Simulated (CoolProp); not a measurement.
Vapour-liquid equilibrium of R114 (1) + R113 (2) at 379.1 K; x and y are mole fractions of (1).

Computed with CoolProp (multi-fluid Helmholtz-energy mixture model, Platzer 1990 and Marx 1992; pair parameters Bell 2016). This equation is an older, rougher fit; its heat capacities, sound speeds and derivatives of the liquid may be far off and weren't checked against measurements.

| x | bubble pressure (kPa) | y at the bubble point | dew pressure at overall composition x (kPa) | liquid density (mol/L) |
|---|---|---|---|---|
| 0.05 | 548.9 | 0.120 | 519.8 | 7.204 |
| 0.125 | 622.2 | 0.270 | 550.9 | 7.191 |
| 0.2 | 697.3 | 0.390 | 585.8 | 7.175 |
| 0.275 | 773.7 | 0.490 | 625.2 | 7.155 |
| 0.35 | 851.5 | 0.574 | 670.3 | 7.132 |
| 0.425 | 930.4 | 0.646 | 722.0 | 7.105 |
| 0.5 | 1011 | 0.708 | 782.0 | 7.072 |
| 0.575 | 1092 | 0.763 | 852.3 | 7.034 |
| 0.65 | 1175 | 0.812 | 935.4 | 6.990 |
| 0.725 | 1260 | 0.857 | 1035 | 6.939 |
| 0.8 | 1347 | 0.899 | 1154 | 6.879 |
| 0.875 | 1437 | 0.938 | 1297 | 6.809 |
| 0.95 | 1531 | 0.975 | 1467 | 6.726 |

No azeotrope shows between x = 0.05 and 0.95.

Pair parameters are fitted to limited data, so mixtures are less certain than the pure fluids.
